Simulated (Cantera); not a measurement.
Standard-state values (1 bar) from the NASA 1993 polynomials, evaluated with Cantera. Values are per mole of reaction as written; species without (g) are pure solids or liquids, kept so even where they would boil at 1 bar.

2 S + Si2C(g) = CS2(g) + 2 Si(g)

```csv
T (K),ΔH° (kJ),ΔS° (J/K),ΔG° (kJ),log10 K
473,473.8,248.6,356.2,-39.34
548,…,…,…,…
623,468.7,239.0,319.7,-26.81
698,467.0,236.5,301.9,-22.59
773,…,…,…,…
848,464.1,232.8,266.7,-16.43
923,462.2,230.6,249.3,-14.11
998,460.3,228.7,232.1,-12.15
1073,458.9,227.2,215.0,-10.47
```

Question: What belongs in the gaps?

Answer: 
- 548, ΔH° (kJ): 471.0
- 548, ΔS° (J/K): 243.0
- 548, ΔG° (kJ): 337.8
- 548, log10 K: -32.20
- 773, ΔH° (kJ): 465.6
- 773, ΔS° (J/K): 234.6
- 773, ΔG° (kJ): 284.3
- 773, log10 K: -19.21
